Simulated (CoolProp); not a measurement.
Methane along the isobar 5.53 MPa: Z from the reference equation and from simpler models built on Tc = -82.6 °C, pc = 4.599 MPa, ω = 0.011; each cubic takes its own stable root.

Computed with CoolProp (reference Helmholtz-energy equation of state, Setzmann 1991).

```tsv
T (°C)	phase	reference
-103.95	liquid	0.1923
-81.85	supercritical	0.2275
-59.85	supercritical	0.6402
-37.75	supercritical	0.7686
-15.75	supercritical	0.8380
6.35	supercritical	0.8828
28.35	supercritical	0.9135
50.35	supercritical	0.9358
72.45	supercritical	0.9525
94.45	supercritical	0.9652
116.55	supercritical	0.9751
138.55	supercritical	0.9829
160.65	supercritical	0.9891
182.65	supercritical	0.9941
204.75	supercritical	0.9982
```

How far does each simpler model (van der Waals, Redlich-Kwong, Soave-Redlich-Kwong, Peng-Robinson) lie from the reference over these 15 states: mean and median of the absolute difference, and the worst?


- van der Waals: mean 7.0 %, median 2.1 %, worst +42.1 % at -103.95 °C and 5.53 MPa
- Redlich-Kwong: mean 1.7 %, median 0.4 %, worst +15.9 % at -81.85 °C and 5.53 MPa
- Soave-Redlich-Kwong: mean 2.0 %, median 0.6 %, worst +15.9 % at -81.85 °C and 5.53 MPa
- Peng-Robinson: mean 2.4 %, median 1.8 %, worst -5.7 % at -103.95 °C and 5.53 MPa
